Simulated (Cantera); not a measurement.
Feed: 1 mol B2O3, 1.9 mol NH3, 0.21 mol N2, held at 128 Torr.

Equilibrium computed with Cantera from the NASA thermochemical tables; the gas is ideal and each condensed phase is pure. Candidate condensed phases: B, BN, B2O3, B3O3H3, H2O; 39 gas species. Kinetics and transport are ignored. All values below are at 2398 K.

Base state: H2 0.459, N2 0.225, B2O3 0.0983, HBO2 0.0821, HBO 0.0544, BO 0.0320, H 0.0259, H2O 0.0122 (mole fractions); condensed: gas only.

What changes in the equilibrium state with this change: B2O3 replaced by borazine?


| species | before | after |
|---|---|---|
| H2 | 0.459 | 0.800 |
| N2 | 0.225 | 0.164 |
| H | 0.0259 | 0.0342 |
| B2O3 | 0.0983 | 0 |
| HBO2 | 0.0821 | 0 |
| HBO | 0.0544 | 0 |
| BO | 0.0320 | 0 |
| H2O | 0.0122 | 0 |
| B2O2 | 0.0107 | 0 |
| BH2 | 1.89e-6 | 0.00192 |
| BO2 | 0.00102 | 0 |
| OH | 0.000126 | 0 |
| BH3 | 1.42e-8 | 1.91e-5 |
| BH | 4.83e-8 | 3.72e-5 |
| B | 2.56e-7 | 0.000149 |
| BN(s), mol | 0 | 2.98 |
The feed counts by its element totals alone. The tables' values for BH2 are old estimates; treat these amounts as uncertain. Gases not in the tables: B2H6 and higher boranes.

What changes in the equilibrium state with this change: B2O3 replaced by B?


| species | before | after |
|---|---|---|
| H2 | 0.459 | 0.779 |
| N2 | 0.225 | 0.186 |
| H | 0.0259 | 0.0337 |
| B2O3 | 0.0983 | 0 |
| HBO2 | 0.0821 | 0 |
| HBO | 0.0544 | 0 |
| BO | 0.0320 | 0 |
| H2O | 0.0122 | 0 |
| B2O2 | 0.0107 | 0 |
| BH2 | 1.89e-6 | 0.00176 |
| BO2 | 0.00102 | 0 |
| OH | 0.000126 | 0 |
| BH3 | 1.42e-8 | 1.72e-5 |
| BN(s), mol | 0 | 0.993 |
The tables' values for BH2 are old estimates; treat these amounts as uncertain. Gases not in the tables: B2H6 and higher boranes.
